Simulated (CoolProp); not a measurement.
Vapour-liquid equilibrium of diethyl ether (1) + benzene (2) at 69.45 °C; x and y are mole fractions of (1).

The numbers come from the multi-fluid Helmholtz-energy mixture model, Thol 2014 and Thol 2012; pair parameters Bell 2016 in CoolProp.

```json
[
 {"x": "0.05", "bubble pressure, mixture model (bar)": "0.8340", "bubble pressure, Raoult's law (bar)": "0.8377", "y, mixture model": "0.174", "y, Raoult's law": "0.181"},
 {"x": "0.125", "bubble pressure, mixture model (bar)": "___", "bubble pressure, Raoult's law (bar)": "1.011", "y, mixture model": "0.361", "y, Raoult's law": "0.375"},
 {"x": "0.2", "bubble pressure, mixture model (bar)": "1.169", "bubble pressure, Raoult's law (bar)": "1.185", "y, mixture model": "0.495", "y, Raoult's law": "0.512"},
 {"x": "0.275", "bubble pressure, mixture model (bar)": "___", "bubble pressure, Raoult's law (bar)": "1.358", "y, mixture model": "0.596", "y, Raoult's law": "0.615"},
 {"x": "0.35", "bubble pressure, mixture model (bar)": "1.504", "bubble pressure, Raoult's law (bar)": "1.532", "y, mixture model": "0.676", "y, Raoult's law": "0.694"},
 {"x": "0.425", "bubble pressure, mixture model (bar)": "1.674", "bubble pressure, Raoult's law (bar)": "1.705", "y, mixture model": "___", "y, Raoult's law": "0.757"},
 {"x": "0.5", "bubble pressure, mixture model (bar)": "1.845", "bubble pressure, Raoult's law (bar)": "1.879", "y, mixture model": "___", "y, Raoult's law": "0.808"},
 {"x": "0.575", "bubble pressure, mixture model (bar)": "2.018", "bubble pressure, Raoult's law (bar)": "2.052", "y, mixture model": "0.837", "y, Raoult's law": "0.850"},
 {"x": "0.65", "bubble pressure, mixture model (bar)": "___", "bubble pressure, Raoult's law (bar)": "2.226", "y, mixture model": "0.875", "y, Raoult's law": "0.886"},
 {"x": "0.725", "bubble pressure, mixture model (bar)": "2.369", "bubble pressure, Raoult's law (bar)": "2.399", "y, mixture model": "0.908", "y, Raoult's law": "0.917"},
 {"x": "0.8", "bubble pressure, mixture model (bar)": "2.547", "bubble pressure, Raoult's law (bar)": "2.573", "y, mixture model": "0.937", "y, Raoult's law": "0.944"},
 {"x": "0.875", "bubble pressure, mixture model (bar)": "2.728", "bubble pressure, Raoult's law (bar)": "2.746", "y, mixture model": "0.963", "y, Raoult's law": "0.967"},
 {"x": "0.95", "bubble pressure, mixture model (bar)": "2.912", "bubble pressure, Raoult's law (bar)": "2.920", "y, mixture model": "0.986", "y, Raoult's law": "0.988"}
]
```

Q: Fill in the missing entries.

A: 
- 0.125, bubble pressure, mixture model (bar): 1.001
- 0.275, bubble pressure, mixture model (bar): 1.336
- 0.425, y, mixture model: 0.740
- 0.5, y, mixture model: 0.793
- 0.65, bubble pressure, mixture model (bar): 2.192

The largest gap from Raoult's law is -1.8 % in bubble pressure, at x = 0.425. No azeotrope shows between x = 0.05 and 0.95.

Pair parameters are fitted to limited data, so mixtures are less certain than the pure fluids.
